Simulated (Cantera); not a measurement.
What does this Cantera script print?

```python
import numpy as np
import cantera as ct

gas_names = """
    C CO CO2 C2 C2O C3 C3O2 C4 C5 O O2 O3 Pb PbO Pb2
""".split()
cond_names = """
    C(gr) Pb(cr) Pb(L) PbO(rd) PbO(yw) PbO(L) PbO2(s) Pb3O4(s)
""".split()


# ... load() reads the species with a 1 bar reference pressure and builds the phases ...
atoms = {
    'PbO': {'Pb': 1, 'O': 1},
    'C': {'C': 1},
    'CO': {'C': 1, 'O': 1},
}
top_T = {'C(gr)': 4500, 'Pb3O4(s)': 820}  # K; cautious upper limits of use, not melting points


# ... equilibrate(T, P, feed) seeds the gas with the atoms and calls Mixture.equilibrate('TP', solver="vcs", rtol=1e-11, max_steps=5000) ...
results = []
T = 1723  # K
P = 98000  # Pa
for m in [0.44, 1.1, 1.7, 2.4, 3, 3.6, 4.3, 4.9, 5.5]:
    feed = {'PbO': 1, 'C': m, 'CO': 0.041}  # mol
    mix = equilibrate(T, P, feed)
    results.append((T, P, feed, dict(zip(mix.species_names, mix.species_moles))))
    x = sorted(zip(gas.X, gas.species_names), reverse=True)
    print(f"T = {T:g} K  P = {P:g} Pa  n(C) = {m:g} mol  gas = {mix.phase_moles(0):.4g} mol")
    print("   x: " + "  ".join(f"{s} {v:.3e}" for v, s in x if v > 1e-05))
    print("   condensed (mol): " + ("  ".join(f"{mix.phase(i).name} {mix.phase_moles(i):.4g}"
          for i in range(1, mix.n_phases) if mix.phase_moles(i) > 1e-12) or "none"))
```

It prints:

```
T = 1723 K  P = 98000 Pa  n(C) = 0.44 mol  gas = 0.6551 mol
   x: CO2 7.287e-01  Pb 1.620e-01  PbO 1.034e-01  CO 5.529e-03  Pb2 2.308e-04  O2 1.417e-04
   condensed (mol): Pb(L) 0.8112  PbO(L) 0.01468
T = 1723 K  P = 98000 Pa  n(C) = 1.1 mol  gas = 1.242 mol
   x: CO 8.377e-01  Pb 1.620e-01  Pb2 2.308e-04  CO2 8.327e-05
   condensed (mol): C(gr) 0.1001  Pb(L) 0.7982
T = 1723 K  P = 98000 Pa  n(C) = 1.7 mol  gas = 1.242 mol
   x: CO 8.377e-01  Pb 1.620e-01  Pb2 2.308e-04  CO2 8.327e-05
   condensed (mol): C(gr) 0.7001  Pb(L) 0.7982
T = 1723 K  P = 98000 Pa  n(C) = 2.4 mol  gas = 1.242 mol
   x: CO 8.377e-01  Pb 1.620e-01  Pb2 2.308e-04  CO2 8.327e-05
   condensed (mol): C(gr) 1.4  Pb(L) 0.7982
T = 1723 K  P = 98000 Pa  n(C) = 3 mol  gas = 1.242 mol
   x: CO 8.377e-01  Pb 1.620e-01  Pb2 2.308e-04  CO2 8.327e-05
   condensed (mol): C(gr) 2  Pb(L) 0.7982
T = 1723 K  P = 98000 Pa  n(C) = 3.6 mol  gas = 1.242 mol
   x: CO 8.377e-01  Pb 1.620e-01  Pb2 2.308e-04  CO2 8.327e-05
   condensed (mol): C(gr) 2.6  Pb(L) 0.7982
T = 1723 K  P = 98000 Pa  n(C) = 4.3 mol  gas = 1.242 mol
   x: CO 8.377e-01  Pb 1.620e-01  Pb2 2.308e-04  CO2 8.327e-05
   condensed (mol): C(gr) 3.3  Pb(L) 0.7982
T = 1723 K  P = 98000 Pa  n(C) = 4.9 mol  gas = 1.242 mol
   x: CO 8.377e-01  Pb 1.620e-01  Pb2 2.308e-04  CO2 8.327e-05
   condensed (mol): C(gr) 3.9  Pb(L) 0.7982
T = 1723 K  P = 98000 Pa  n(C) = 5.5 mol  gas = 1.242 mol
   x: CO 8.377e-01  Pb 1.620e-01  Pb2 2.308e-04  CO2 8.327e-05
   condensed (mol): C(gr) 4.5  Pb(L) 0.7982
```

Cantera equilibrium calculation (NASA polynomials, part measured and part estimated; ideal gas, pure solids and liquids). Each liquid is taken as pure. Mutual solubility and eutectic melting of coexisting phases are not modelled. Gases not in the tables: (PbO)n polymers.
